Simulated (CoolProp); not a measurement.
Model: reference Helmholtz-energy equation of state, Lemmon 2006, in CoolProp. It is a short technical equation, of lower accuracy than the large ones.

**Question.** For C2F6 (R116), give the phase and the density (kg/m³), cp (kJ/(kg K)), cv (kJ/(kg K)), speed of sound (m/s) at 309.5 K and 70.3 bar.

**Answer.** 
- 309.5 K and 70.3 bar: supercritical; density 983, cp 1.39, cv 0.794, speed of sound 186
